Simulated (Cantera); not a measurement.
An isothermal, constant-pressure homogeneous reactor starts with C2H6 : H2 = 1 : 3.2 (molar parts), at 1498 K and 1.00 atm.

Model: GRI-Mech 3.0 (53 species, 325 reactions), integrated in Cantera. GRI-Mech 3.0 stops at C3 and has no aromatics, soot or wall deposition, so with more carbon than oxygen in the feed, carbon stays in small species such as C2H2 where larger ones or solid carbon would form.

x: mole fraction; the columns are a selection and need not sum to one.

```csv
t (s),x C2H6,x H2,x H,x C2H4,x C2H2,x CH2,x CH3
9.00e-5,0.0702,0.749,0.000182,0.0973,0.00425,2.11e-7,___
0.000253,0.0120,0.745,0.000121,0.120,0.0164,5.16e-8,___
0.000713,0.00158,0.748,4.93e-5,0.108,0.0323,8.36e-9,___
0.00201,0.000505,0.751,2.91e-5,0.0880,0.0497,2.98e-9,___
0.00565,0.000314,0.756,2.48e-5,0.0592,0.0742,2.09e-9,___
0.0159,0.000171,0.761,2.05e-5,0.0320,0.0970,1.38e-9,___
0.0448,0.000124,0.760,1.84e-5,0.0229,0.104,1.13e-9,5.55e-5
0.126,0.000122,0.755,1.77e-5,0.0220,0.102,1.12e-9,5.70e-5
0.355,0.000122,0.745,1.64e-5,0.0210,0.0976,1.11e-9,6.05e-5
1.00,0.000122,0.733,1.51e-5,0.0196,0.0922,1.11e-9,6.47e-5
```

Some entries are withheld; supply them.


- 9.00e-5, x CH3: 0.00104
- 0.000253, x CH3: 0.000415
- 0.000713, x CH3: 0.000151
- 0.00201, x CH3: 8.70e-5
- 0.00565, x CH3: 7.31e-5
- 0.0159, x CH3: 6.01e-5
